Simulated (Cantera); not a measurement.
A jet of CH4 : O2 : N2 = 0.053 : 0.078 : 0.79 (molar parts), equivalence ratio 1.4 at 300 K and 0.0918 atm hits a platinum plate 3.1 cm away at a mass flux of 0.066 kg/m²/s; the plate temperature is set and raised in steps from an oxygen-covered start.

Cantera simulation using Deutschmann's 1995 Pt surface mechanism with GRI-Mech 3.0 gas chemistry; the numbers are that mechanism's predictions, not measurements. Catalytic surfaces can have several steady states; this one follows from the mechanism file's or the stated starting coverage.

One state of this run: wall x CH4 = 0.00423; wall x O2 = 0.00218; wall x H2O = 0.0802; wall x OH = 4.26e-8; wall x CO = 0.0410; wall x CO2 = 0.0170; θ free Pt = 0.982; θ H* = 0.00106; θ O* = 2.70e-5; θ OH* = 1.13e-5; θ CO* = 0.0162; θ C* = 0.000886. x: mole fraction at the wall; θ: surface coverage.

**Question.** Which value of plate T (K) does it belong to?
(A) 1000
(B) 1200
(C) 900
(D) 850

**Answer.** B, 1200
